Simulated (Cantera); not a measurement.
An adiabatic, constant-volume homogeneous reactor starts with CH4 : C2H6 : C3H8 : O2 : N2 = 1 : 0.19 : 0.076 : 2.03 : 7.63 (molar parts), equivalence ratio 1.5, at 1148 K and 230000 Pa.

Model: GRI-Mech 3.0 (53 species, 325 reactions), integrated in Cantera.

x: mole fraction; the columns are a selection and need not sum to one.

```csv
t (s),T (K),P (bar),x CH4,x C2H6,x C3H8,x HO2,x C2H4
4.00e-6,1148,2.30,0.0915,0.0174,0.00696,___,2.71e-8
1.00e-5,1148,2.30,0.0915,0.0174,0.00696,___,9.09e-8
2.52e-5,1148,2.30,0.0915,0.0174,0.00696,___,2.79e-7
6.34e-5,1148,2.30,0.0915,0.0174,0.00696,___,9.11e-7
0.000159,1148,2.30,0.0915,0.0174,0.00695,___,3.53e-6
0.000400,1148,2.30,0.0915,0.0174,0.00695,___,1.83e-5
0.00100,1149,2.30,0.0914,0.0173,0.00690,___,0.000171
0.00252,1165,2.34,0.0896,0.0157,0.00618,___,0.00253
0.00634,2846,6.39,7.58e-12,<1e-12,<1e-12,7.44e-7,<1e-12
0.0159,2846,6.39,7.58e-12,<1e-12,<1e-12,7.44e-7,<1e-12
0.0400,2846,6.39,7.58e-12,<1e-12,<1e-12,7.44e-7,<1e-12
0.100,2846,6.39,7.58e-12,<1e-12,<1e-12,7.44e-7,<1e-12
0.252,2846,6.39,7.58e-12,<1e-12,<1e-12,7.44e-7,<1e-12
0.634,2846,6.39,7.58e-12,<1e-12,<1e-12,7.44e-7,<1e-12
1.59,2846,6.39,7.58e-12,<1e-12,<1e-12,7.44e-7,<1e-12
4.00,2846,6.39,7.58e-12,<1e-12,<1e-12,7.44e-7,<1e-12
```

Problem. Fill in the missing entries.

Solution. 
- 4.00e-6, x HO2: 2.66e-8
- 1.00e-5, x HO2: 8.56e-8
- 2.52e-5, x HO2: 2.51e-7
- 6.34e-5, x HO2: 7.56e-7
- 0.000159, x HO2: 2.42e-6
- 0.000400, x HO2: 7.81e-6
- 0.00100, x HO2: 2.33e-5
- 0.00252, x HO2: 7.94e-5
